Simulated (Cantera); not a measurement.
## Equilibrium for silicon etching in halogen gases: Si + Br₂

A closed system holds: 1 mol Si, a varied amount of Br₂, equilibrated at 0.975 Torr.

These are equilibrium values from Cantera (NASA tables, ideal gas, pure condensed phases), not measurements of a reactor. Candidate condensed phases: Br₂, Si; 9 gas species. The tables' values for SiBr₃ are old estimates. The numbers say what is thermodynamically allowed, not how fast it happens.

Question: Map the stable condensed phases over T = 775, 875, 975, 1075, 1175, 1275, 1375, 1475, 1575, 1675 K and n(Br₂) in mol = 1.1, 1.7, 2.2, 2.8, 3.4, 4, 4.5, 5.1, 5.7, 6.3.

Answer: 
```
T in K \ n(Br₂) in mol
         1.1 1.7 2.2 2.8 3.4   4 4.5 5.1 5.7 6.3
   1675    A   A   A   A   A   A   A   A   A   A
   1575    A   A   A   A   A   A   A   A   A   A
   1475    A   A   A   A   A   A   A   A   A   A
   1375    A   A   A   A   A   A   A   A   A   A
   1275    B   A   A   A   A   A   A   A   A   A
   1175    B   A   A   A   A   A   A   A   A   A
   1075    B   B   A   A   A   A   A   A   A   A
    975    B   B   A   A   A   A   A   A   A   A
    875    B   B   A   A   A   A   A   A   A   A
    775    B   B   A   A   A   A   A   A   A   A
```
A: gas only; B: Si.
